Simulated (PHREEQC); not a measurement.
Model water analysis in mmol/kgw, 90 °C, pH 6.62, pe 1.2:

```csv
constituent,mmol/kgw
Na,0.0138
K,0.000652
Ca,0.00102
Mg,0.00584
Cl,0.00313
S(6),0.00316
Alkalinity (meq/kgw),0.0192
Ba,7.61e-05
Fe(2),1.54e-05
```

Valence states are taken as typed.

The numbers come from PHREEQC with the ion-association model, wateq4f.dat.

No solid was allowed to form.

Problem. Predict the charge-balance error.

Solution. charge-balance error -0.5 %.

Problem. In which forms is Fe present?

Solution. Fe+2 93 %, FeOH+ 6.5 % of the Fe.

At this temperature some constants are extrapolated from 25 °C, and those without enthalpy data are left unchanged.
